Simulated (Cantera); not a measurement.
Input: 1 mol B₂O₃, 14 mol F₂, 0.58 mol N₂, equilibrated at 1573 K and 24.0 Pa.

These are equilibrium values from Cantera (NASA tables, ideal gas, pure condensed phases), not measurements of a reactor. Candidate condensed phases: B, BN, B₂O₃; 31 gas species. Equilibrium is a limit: real reactors are often held back by kinetics, nucleation or transport.

Q: What is the equilibrium state?

A: 
| Property | Result |
|---|---|
| x(F) | 0.843 |
| x(BF₃) | 0.0767 |
| x(O₂) | 0.0574 |
| x(N₂) | 0.0222 |
| x(O) | 0.000161 |
| x(NO) | 0.000151 |
| x(F₂) | 1.23e-5 |
| x(FO) | 1.02e-6 |
| gas amount | 26.08 mol |
| log10 activity of B(s) (absent) | -26.45 |
